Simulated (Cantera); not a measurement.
Cantera run:

```python
import numpy as np
import cantera as ct

gas_names = [...]  # 116 gases of nasa_gas.yaml made of C, H, Mg, O
cond_names = """
    C(gr) C6H6(L) C7H8(L) C8H18(L),n-octa H2O(s) H2O(L) Mg(cr) Mg(L) MgCO3(s) MgO(s) MgO(L) MgO2H2(s)
""".split()


# ... load() reads the species with a 1 bar reference pressure and builds the phases ...
atoms = {
    'MgO': {'Mg': 1, 'O': 1},
    'C': {'C': 1},
    'H2': {'H': 2},
}
top_T = {'C(gr)': 4500}  # K; cautious upper limits of use, not melting points


# ... equilibrate(T, P, feed) seeds the gas with the atoms and calls Mixture.equilibrate('TP', solver="vcs", rtol=1e-11, max_steps=5000) ...
results = []
feed = {'MgO': 1, 'C': 0.0095, 'H2': 0.1}  # mol
P = 1000  # Pa
for T in [2173, 2198, 2223, 2248, 2273, 2298, 2323, 2348, 2373, 2398, 2423, 2448, 2473]:
    mix = equilibrate(T, P, feed)
    results.append((T, P, feed, dict(zip(mix.species_names, mix.species_moles))))

top = {s: max(r[3][s] / sum(r[3][g] for g in gas_names) for r in results) for s in gas_names}
cols = sorted((s for s in top if top[s] > 0.001), key=lambda s: -top[s])[:6]
seen = [c for c in cond_names if any(r[3].get(c, 0) > 1e-12 for r in results)]
print("log10 of partial pressures in bar; condensed amounts in mol")
print(f"{'T/K':>10s}" + "".join(f"{s[:9]:>10s}" for s in cols + seen))
for T, P, feed, n in results:
    ng = sum(n[g] for g in gas_names)
    print(f"{T:10.4g}" + "".join(f"{np.log10(max(n[s] / ng * P / 1e5, 1e-99)):10.3f}" for s in cols)
          + "".join(f"{n.get(c, 0):10.4g}" for c in seen))
```

Output:

```
log10 of partial pressures in bar; condensed amounts in mol
       T/K        H2        Mg       H2O         H        CO        OH    MgO(s)
      2173    -2.171    -2.843    -3.161    -3.402    -3.148    -5.265    0.9811
      2198    -2.191    -2.808    -3.086    -3.350    -3.158    -5.102    0.9791
      2223    -2.213    -2.773    -3.018    -3.300    -3.169    -4.945    0.9769
      2248    -2.238    -2.737    -2.955    -3.253    -3.181    -4.794    0.9743
      2273    -2.266    -2.703    -2.897    -3.209    -3.194    -4.649    0.9715
      2298    -2.298    -2.669    -2.845    -3.168    -3.209    -4.509    0.9683
      2323    -2.333    -2.637    -2.797    -3.129    -3.225    -4.373    0.9648
      2348    -2.372    -2.606    -2.755    -3.094    -3.243    -4.242     0.961
      2373    -2.415    -2.577    -2.717    -3.063    -3.262    -4.115    0.9569
      2398    -2.463    -2.550    -2.685    -3.034    -3.283    -3.993    0.9524
      2423    -2.516    -2.525    -2.658    -3.009    -3.307    -3.874    0.9476
      2448    -2.574    -2.501    -2.637    -2.988    -3.332    -3.761    0.9423
      2473    -2.639    -2.479    -2.622    -2.971    -3.361    -3.652    0.9363
```

These are equilibrium values from Cantera (NASA tables, ideal gas, pure condensed phases), not measurements of a reactor. The tables' values for MgH are old estimates; treat these amounts as uncertain.
